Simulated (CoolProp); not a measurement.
Saturated liquid density (kg/m³) of octamethylcyclotetrasiloxane (D4): the reference equation beside estimates from Tc = 313.4 °C, pc = 1.347 MPa, ω = 0.598. Rackett uses Z = 0.29056 − 0.08775 ω.

The numbers come from the reference Helmholtz-energy equation of state, Thol 2015 in CoolProp.

| T (°C) | reference | Rackett | van der Waals | Redlich-Kwong | Soave-Redlich-Kwong | Peng-Robinson |
|---|---|---|---|---|---|---|
| 120.85 | 837.6 | 977.6 | 478.9 | 697.9 | 759.4 | 856.9 |
| 129.95 | 826.2 | 963.7 | 472.9 | 687.2 | 749.7 | 846.4 |
| 139.05 | 814.6 | 949.5 | 466.6 | 676.1 | 739.6 | 835.5 |
| 148.25 | 802.6 | 934.8 | 460.1 | 664.5 | 728.9 | 823.8 |
| 157.35 | 790.6 | 919.9 | 453.4 | 652.6 | 717.7 | 811.6 |
| 166.45 | 778.3 | 904.7 | 446.5 | 640.2 | 705.9 | 798.7 |
| 175.65 | 765.5 | 888.8 | 439.3 | 627.3 | 693.3 | 784.9 |
| 184.75 | 752.5 | 872.6 | 431.9 | 614.0 | 680.2 | 770.4 |
| 193.85 | 739.2 | 855.9 | 424.2 | 600.2 | 666.2 | 754.9 |
| 203.05 | 725.2 | 838.5 | 416.2 | 585.6 | 651.3 | 738.3 |
| 212.15 | 710.9 | 820.5 | 407.8 | 570.6 | 635.6 | 720.6 |

Absolute difference from the reference over all 11 rows, mean and median: Rackett 16.2 and 16.2 %, van der Waals 42.7 and 42.6 %, Redlich-Kwong 17.9 and 17.7 %, Soave-Redlich-Kwong 9.6 and 9.3 %, Peng-Robinson 2.3 and 2.4 %.
